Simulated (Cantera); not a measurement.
## Pyrogenic steam for wet oxidation

An isothermal, constant-pressure homogeneous reactor starts with 26.2 % H2, 15.4 % O2, 58.5 % N2, equivalence ratio 0.85, at 875 K and 143 Torr.

Computed with Cantera and GRI-Mech 3.0 (53 species, 325 reactions). Below about 950 K walls govern HO2 and H2O2 in real vessels. The temperature is held fixed by assumption; the heat of reaction is taken as removed at once.

```json
[
 {"t (s)": "5.00e-5", "x H2": "0.262", "x O2": "0.154", "x HO2": "6.45e-12", "x H2O2": "<1e-12", "x O": "<1e-12", "x NO2": "<1e-12", "x OH": "<1e-12"},
 {"t (s)": "0.000148", "x H2": "0.262", "x O2": "0.154", "x HO2": "2.54e-11", "x H2O2": "<1e-12", "x O": "1.76e-12", "x NO2": "<1e-12", "x OH": "<1e-12"},
 {"t (s)": "0.000439", "x H2": "0.262", "x O2": "0.154", "x HO2": "1.90e-10", "x H2O2": "<1e-12", "x O": "1.33e-11", "x NO2": "<1e-12", "x OH": "3.07e-12"},
 {"t (s)": "0.00130", "x H2": "0.262", "x O2": "0.154", "x HO2": "1.55e-8", "x H2O2": "2.08e-11", "x O": "1.06e-9", "x NO2": "<1e-12", "x OH": "2.45e-10"},
 {"t (s)": "0.00385", "x H2": "0.202", "x O2": "0.127", "x HO2": "3.69e-5", "x H2O2": "5.07e-7", "x O": "0.000983", "x NO2": "2.80e-12", "x OH": "0.000512"},
 {"t (s)": "0.0114", "x H2": "0.0426", "x O2": "0.0473", "x HO2": "2.78e-5", "x H2O2": "3.84e-6", "x O": "5.18e-6", "x NO2": "3.45e-9", "x OH": "4.05e-6"},
 {"t (s)": "0.0338", "x H2": "0.0419", "x O2": "0.0469", "x HO2": "1.11e-5", "x H2O2": "1.88e-5", "x O": "8.23e-9", "x NO2": "1.17e-7", "x OH": "4.86e-9"},
 {"t (s)": "0.100", "x H2": "0.0419", "x O2": "0.0469", "x HO2": "7.54e-6", "x H2O2": "2.47e-5", "x O": "8.57e-9", "x NO2": "1.22e-7", "x OH": "4.70e-9"},
 {"t (s)": "0.296", "x H2": "0.0417", "x O2": "0.0468", "x HO2": "9.25e-6", "x H2O2": "3.89e-5", "x O": "1.39e-8", "x NO2": "1.14e-7", "x OH": "8.10e-9"},
 {"t (s)": "0.877", "x H2": "0.0409", "x O2": "0.0464", "x HO2": "1.35e-5", "x H2O2": "9.26e-5", "x O": "3.60e-8", "x NO2": "9.51e-8", "x OH": "2.43e-8"},
 {"t (s)": "2.60", "x H2": "0.0358", "x O2": "0.0439", "x HO2": "1.48e-5", "x H2O2": "0.000124", "x O": "5.23e-8", "x NO2": "8.68e-8", "x OH": "3.90e-8"},
 {"t (s)": "7.70", "x H2": "0.0231", "x O2": "0.0378", "x HO2": "1.24e-5", "x H2O2": "9.43e-5", "x O": "4.97e-8", "x NO2": "9.10e-8", "x OH": "4.04e-8"},
 {"t (s)": "22.8", "x H2": "0.00546", "x O2": "0.0292", "x HO2": "7.43e-6", "x H2O2": "3.95e-5", "x O": "4.26e-8", "x NO2": "1.07e-7", "x OH": "5.07e-8"},
 {"t (s)": "67.5", "x H2": "0.000129", "x O2": "0.0266", "x HO2": "8.83e-7", "x H2O2": "6.93e-7", "x O": "1.68e-9", "x NO2": "1.46e-7", "x OH": "2.15e-8"},
 {"t (s)": "200", "x H2": "1.38e-5", "x O2": "0.0266", "x HO2": "1.23e-7", "x H2O2": "1.47e-8", "x O": "4.15e-11", "x NO2": "1.52e-7", "x OH": "4.22e-9"}
]
```
x: mole fraction; the columns are a selection and need not sum to one.

Equilibrium at this temperature and pressure: H2 5.31e-12, O2 0.0265, HO2 2.30e-11, H2O2 9.70e-12, O <1e-12, NO2 4.84e-8, OH 1.11e-8 (gas phase only).
